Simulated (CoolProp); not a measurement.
Properties of R142b along the isobar 4630 kPa (Tc = 410.3 K, pc = 4055 kPa, ω = 0.232).

Model: reference Helmholtz-energy equation of state, Lemmon 2006, in CoolProp. It is a short technical equation, of lower accuracy than the large ones.

| T (K) | phase | cp (kJ/(kg K)) | expansivity (1/kK) | conductivity (mW/(m K)) |
|---|---|---|---|---|
| 287.7 | liquid | 1.269 | 1.999 | 87.7 |
| 310.5 | liquid | 1.323 | 2.273 | 79.8 |
| 333.3 | liquid | 1.389 | 2.684 | 72.3 |
| 356.1 | liquid | 1.478 | 3.368 | 65.3 |
| 378.9 | liquid | 1.626 | 4.752 | 58.8 |
| 401.6 | liquid | 2.042 | 9.558 | 52.4 |
| 424.4 | supercritical | 3.401 | 35.86 | 39.4 |
| 447.2 | supercritical | 1.646 | 10.02 | 31.5 |
| 470 | supercritical | 1.421 | 6.348 | 31.0 |

The peak of cp marks the crossing from liquid-like to gas-like fluid above the critical point.

Thermal conductivity comes from a separate model (Huber 2003), an estimate that may be off by 10 % or more.
